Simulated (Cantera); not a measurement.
Feed: 1 mol CaCl₂, 0.47 mol H₂, equilibrated at 1223 K.

These are equilibrium values from Cantera (NASA tables, ideal gas, pure condensed phases), not measurements of a reactor. Candidate condensed phases: Ca, CaCl₂; 9 gas species. Equilibrium is a limit: real reactors are often held back by kinetics, nucleation or transport.

Which condensed phases are stable at each of these points (P (Pa)): 0.100, 0.560, 3.20, 18, 100, 560, 3200, 18000, 100000?


| P (Pa) | condensed phases | Ca condensed (%) |
|---|---|---|
| 0.100 | gas only | 0.0 |
| 0.560 | gas only | 0.0 |
| 3.20 | CaCl₂(l) | 72.7 |
| 18 | CaCl₂(l) | 96.7 |
| 100 | CaCl₂(l) | 99.4 |
| 560 | CaCl₂(l) | 99.9 |
| 3200 | CaCl₂(l) | 100.0 |
| 18000 | CaCl₂(l) | 100.0 |
| 100000 | CaCl₂(l) | 100.0 |

From 0.100 Pa to 0.560 Pa nothing is condensed. From 3.20 Pa to 100000 Pa the condensed part is CaCl₂(l).
